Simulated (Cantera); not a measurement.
A closed system holds: 1 mol Pb, 0.84 mol O₂, 2.6 mol H₂, equilibrated at 1625 K and 54.0 Pa.

These are equilibrium values from Cantera (NASA tables, ideal gas, pure condensed phases), not measurements of a reactor. Candidate condensed phases: H₂O, Pb, PbO, PbO₂, Pb₃O₄; 12 gas species. The numbers say what is thermodynamically allowed, not how fast it happens.

Base state: H₂O 0.466, Pb 0.277, H₂ 0.255, H 0.00153, PbO 0.000415, OH 0.000118 (mole fractions); condensed: gas only.

Q: What changes in the equilibrium state with this change: Pb replaced by Fe?

A: 
```json
[
 {"species": "H₂", "before": "0.255", "after": "0.678"},
 {"species": "H₂O", "before": "0.466", "after": "0.317"},
 {"species": "Fe", "before": "0", "after": "0.00321"},
 {"species": "Pb", "before": "0.277", "after": "0"},
 {"species": "PbO", "before": "0.000415", "after": "0"},
 {"species": "Fe(OH)₂", "before": "0", "after": "1.48e-5"},
 {"species": "Fe(γ), mol", "before": "0", "after": "0.139"},
 {"species": "FeO(s), mol", "before": "0", "after": "0.853"}
]
```
Mutual solubility and eutectic melting of coexisting phases are not modelled. The tables' stoichiometric FeO is somewhat more stable than real wüstite, so its field is too wide. FeO: taken at fixed stoichiometry. Further candidate phases: Fe, FeO, Fe(OH)₂, Fe(OH)₃, Fe₂O₃, Fe₃O₄.

Q: What changes in the equilibrium state with this change: Pb replaced by Si?

A: 
```tsv
species	before	after
H₂	0.255	0.886
SiO	0	0.110
H	0.00153	0.00286
H₂O	0.466	0.000713
Pb	0.277	0
PbO	0.000415	0
OH	0.000118	9.69e-8
SiO₂(β-quartz), mol	0	0.678
```
The tables hold silica as quartz up to 1696 K and as liquid above; real silica turns to tridymite and cristobalite and melts near 1996 K. Further candidate phases: Si, SiO₂.
